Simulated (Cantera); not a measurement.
A perfectly stirred reactor is fed with H2 : O2 : N2 = 0.79 : 1 : 0.71 (molar parts), at 100.0 Torr; it is held at 1000 K, and followed from long to short residence time.

Detailed kinetics in Cantera: GRI-Mech 3.0 (53 species, 325 reactions). Radical loss at walls, strong at low pressure, is not modelled. The temperature is held fixed by assumption; the heat of reaction is taken as removed at once.

Task: Predict: x(H2) at τ = 17.0 s; x(O2) at τ = 17.0 s; x(OH) at τ = 17.0 s; x(N2O) at τ = 17.0 s; x(O) at τ = 17.0 s; x(H2) at τ = 62.0 ms; x(O2) at τ = 62.0 ms; x(OH) at τ = 62.0 ms; x(N2O) at τ = 62.0 ms; x(O) at τ = 62.0 ms.

Result: 
```
Quantity                 Result
---------------------  --------
x(H2) at τ = 17.0 s    0.000390
x(O2) at τ = 17.0 s       0.288
x(OH) at τ = 17.0 s     2.77e-5
x(N2O) at τ = 17.0 s    9.29e-8
x(O) at τ = 17.0 s      5.55e-6
x(H2) at τ = 62.0 ms    0.00899
x(O2) at τ = 62.0 ms      0.290
x(OH) at τ = 62.0 ms   0.000304
x(N2O) at τ = 62.0 ms   2.72e-8
x(O) at τ = 62.0 ms    0.000304
```
